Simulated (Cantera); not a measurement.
What does this Cantera script print?

```python
import numpy as np
import cantera as ct

gas = ct.Solution("h2o2.yaml")
gas.TPX = 575, 101325, {'H2': 1, 'O2': 0.735, 'N2': 2.76}
flame = ct.FreeFlame(gas, width=0.04)
flame.set_refine_criteria(ratio=3, slope=0.08, curve=0.16)
flame.transport_model = "unity-Lewis-number"
flame.solve(loglevel=0, auto=True)
z, T = flame.grid, flame.T
thick = (T[-1] - T[0]) / np.gradient(T, z).max()
show = ['H2', 'O2', 'H2O', 'HO2', 'O', 'H2O2']
print(f"laminar burning velocity  {flame.velocity[0] * 100:.3f} cm/s")
print(f"burnt temperature         {T[-1]:.1f} K")
print(f"thermal thickness         {thick * 1e3:.4f} mm")
print(f"grid points               {len(z)}")
z0 = z[flame.heat_release_rate.argmax()]
print(f"{'z/mm':>9s}{'T/K':>9s}{'u/(m/s)':>9s}" + "".join(f"{s:>11s}" for s in show))
rows = []
for k in (-3, -2, -1.5, -1, -0.5, -0.25, 0, 0.25, 0.5, 1, 2, 4, 8):
    zz = z0 + k * thick
    rows.append([k * thick, np.interp(zz, z, T), np.interp(zz, z, flame.velocity),
                 *(np.interp(zz, z, flame.X[gas.species_index(s)]) for s in show)])
    print(f"{rows[-1][0] * 1e3:9.3f}{rows[-1][1]:9.1f}{rows[-1][2]:9.3f}" + "".join(f"{x:11.3e}" for x in rows[-1][3:]))
```

It prints:

```
laminar burning velocity  354.866 cm/s
burnt temperature         2191.6 K
thermal thickness         0.3090 mm
grid points               110
     z/mm      T/K  u/(m/s)         H2         O2        H2O        HO2          O       H2O2
   -0.927    575.0    3.549  2.225e-01  1.635e-01  1.325e-07  4.981e-09  6.863e-12  1.919e-10
   -0.618    575.0    3.549  2.225e-01  1.635e-01  2.452e-06  9.144e-08  4.700e-10  3.549e-09
   -0.464    575.1    3.550  2.225e-01  1.635e-01  1.767e-05  6.517e-07  7.095e-09  2.553e-08
   -0.309    576.8    3.559  2.223e-01  1.634e-01  2.259e-04  8.122e-06  1.985e-07  3.198e-07
   -0.155    633.2    3.893  2.158e-01  1.602e-01  7.326e-03  1.875e-04  2.535e-05  6.402e-06
   -0.077    867.9    5.258  1.831e-01  1.451e-01  4.133e-02  1.949e-04  5.719e-04  9.987e-06
    0.000   1255.9    7.418  9.619e-02  1.051e-01  1.213e-01  9.292e-05  5.872e-03  6.756e-06
    0.077   1517.8    8.799  3.562e-02  7.327e-02  1.782e-01  5.189e-05  1.327e-02  3.863e-06
    0.155   1657.1    9.503  2.280e-02  6.454e-02  1.956e-01  3.779e-05  1.435e-02  2.168e-06
    0.309   1804.5   10.228  1.802e-02  6.106e-02  2.078e-01  2.701e-05  1.170e-02  1.113e-06
    0.618   1941.7   10.886  1.328e-02  5.895e-02  2.195e-01  1.774e-05  8.076e-03  6.199e-07
    1.236   2053.2   11.409  8.317e-03  5.766e-02  2.302e-01  1.043e-05  4.777e-03  3.866e-07
    2.472   2130.2   11.766  4.335e-03  5.723e-02  2.385e-01  5.873e-06  2.406e-03  2.613e-07
```

Cantera simulation using the H2/O2 subset of GRI-Mech 3.0, which has no nitrogen chemistry; the numbers are that mechanism's predictions, not measurements. Unity Lewis numbers drop preferential diffusion, which matters most where H2 and H carry the flame. Burning velocities carry a grid error of a few per cent, more on coarse grids. Lean hydrogen flames are cellular in practice and burn faster than this planar one.
